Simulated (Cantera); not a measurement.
**Reactions in the system C-O-Ta**

Source: NASA polynomial tables (part measured, part estimated), evaluated in Cantera. Values are per mole of reaction as written; species without (g) are pure solids or liquids, kept so even where they would boil at 1 bar.

4 TaO2(g) + CO2(g) = 2 Ta2O5 + C

```csv
T (K),ΔH° (kJ),ΔS° (J/K),ΔG° (kJ),log10 K
1398,-2785.7,-899.9,-1527.6,57.08
1448,-2779.6,-895.6,-1482.7,53.49
1498,-2773.6,-891.5,-1438.1,50.14
1548,-2767.4,-887.5,-1393.6,47.02
1598,-2761.2,-883.6,-1349.3,44.10
1648,-2755.0,-879.7,-1305.2,41.37
1698,-2748.8,-876.0,-1261.3,38.80
1748,-2742.4,-872.3,-1217.6,36.39
1798,-2736.1,-868.7,-1174.1,34.11
```

Ta2O5 + CO(g) = 2 TaO2(g) + CO2(g)

```json
[
 {"T (K)": "1398", "ΔH° (kJ)": "1309.6", "ΔS° (J/K)": "364.0", "ΔG° (kJ)": "800.7", "log10 K": "-29.92"},
 {"T (K)": "1448", "ΔH° (kJ)": "1306.9", "ΔS° (J/K)": "362.1", "ΔG° (kJ)": "782.6", "log10 K": "-28.23"},
 {"T (K)": "1498", "ΔH° (kJ)": "1304.2", "ΔS° (J/K)": "360.3", "ΔG° (kJ)": "764.5", "log10 K": "-26.66"},
 {"T (K)": "1548", "ΔH° (kJ)": "1301.4", "ΔS° (J/K)": "358.4", "ΔG° (kJ)": "746.5", "log10 K": "-25.19"},
 {"T (K)": "1598", "ΔH° (kJ)": "1298.6", "ΔS° (J/K)": "356.7", "ΔG° (kJ)": "728.6", "log10 K": "-23.82"},
 {"T (K)": "1648", "ΔH° (kJ)": "1295.8", "ΔS° (J/K)": "354.9", "ΔG° (kJ)": "710.9", "log10 K": "-22.53"},
 {"T (K)": "1698", "ΔH° (kJ)": "1293.0", "ΔS° (J/K)": "353.2", "ΔG° (kJ)": "693.2", "log10 K": "-21.32"},
 {"T (K)": "1748", "ΔH° (kJ)": "1290.1", "ΔS° (J/K)": "351.6", "ΔG° (kJ)": "675.5", "log10 K": "-20.19"},
 {"T (K)": "1798", "ΔH° (kJ)": "1287.3", "ΔS° (J/K)": "350.0", "ΔG° (kJ)": "658.0", "log10 K": "-19.12"}
]
```
